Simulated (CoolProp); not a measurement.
A single-stage vapour-compression cycle with the fluid: evaporating at 322.15 K (dew point), condensing at 365.15 K (bubble point), superheat 5 K, subcooling 5 K, compressor efficiency 0.75, no pressure losses. The same conditions are run with several fluids, on thermodynamics alone (safety and materials aside).

Model: reference Helmholtz-energy equation of state of each fluid (cyclohexane: Zhou 2014; c-C4F8 (RC318): Platzer 1990; 1,2-dichloroethane: Thol 2015; chlorine: Thol 2021; R152A: Outcalt 1996; R142b: Lemmon 2006), in CoolProp. The equations of Platzer and Polt are older, rougher fits.

```csv
fluid,cooling COP,pressure ratio,discharge temperature (K),refrigerating effect (kJ/kg),volumetric capacity (kJ/m³)
cyclohexane,5.01,4.02,369.6,306,…
c-C4F8 (RC318),3.55,2.76,365.2,49.3,…
"1,2-dichloroethane",…,4.39,394.0,296,326
chlorine,4.53,2.39,423.0,189,…
R152A,4.16,2.61,…,174,6070
R142b,4.46,2.66,375.5,134,3820
```

**Question.** Complete the blanks.

**Answer.** 
- cyclohexane, volumetric capacity (kJ/m³): 336
- c-C4F8 (RC318), volumetric capacity (kJ/m³): 2720
- 1,2-dichloroethane, cooling COP: 5.17
- chlorine, volumetric capacity (kJ/m³): 8190
- R152A, discharge temperature (K): 385.2

The compression ends wet for: c-C4F8 (RC318).
